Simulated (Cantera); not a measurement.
A perfectly stirred reactor is fed with NO : N2 = 1 : 0.15 (molar parts), at 0.310 bar; it is held at 1798 K, and followed from long to short residence time.

Cantera simulation using GRI-Mech 3.0 (53 species, 325 reactions); the numbers are that mechanism's predictions, not measurements.

Q: What does this change do: temperature 1798 to 1575 K?

A: 
```tsv
quantity	before	after
x(NO) at τ = 1.10 s	0.766	0.858
x(O) at τ = 1.10 s	5.50e-5	2.22e-6
x(N2) at τ = 1.10 s	0.182	0.136
x(N2O) at τ = 1.10 s	0.000225	0.000242
x(O2) at τ = 1.10 s	0.0511	0.00550
x(NO) at τ = 61.0 ms	0.863	0.869
x(O) at τ = 61.0 ms	2.67e-5	1.25e-6
x(N2) at τ = 61.0 ms	0.134	0.131
x(N2O) at τ = 61.0 ms	0.000272	0.000146
x(O2) at τ = 61.0 ms	0.00310	0.000154
```

Q: What does this change do: temperature 1798 to 2125 K?

A: 
| quantity | before | after |
|---|---|---|
| x(NO) at τ = 1.10 s | 0.766 | 0.225 |
| x(O) at τ = 1.10 s | 5.50e-5 | 0.00171 |
| x(N2) at τ = 1.10 s | 0.182 | 0.452 |
| x(N2O) at τ = 1.10 s | 0.000225 | 1.85e-5 |
| x(O2) at τ = 1.10 s | 0.0511 | 0.321 |
| x(NO) at τ = 61.0 ms | 0.863 | 0.753 |
| x(O) at τ = 61.0 ms | 2.67e-5 | 0.000837 |
| x(N2) at τ = 61.0 ms | 0.134 | 0.188 |
| x(N2O) at τ = 61.0 ms | 0.000272 | 0.000239 |
| x(O2) at τ = 61.0 ms | 0.00310 | 0.0574 |
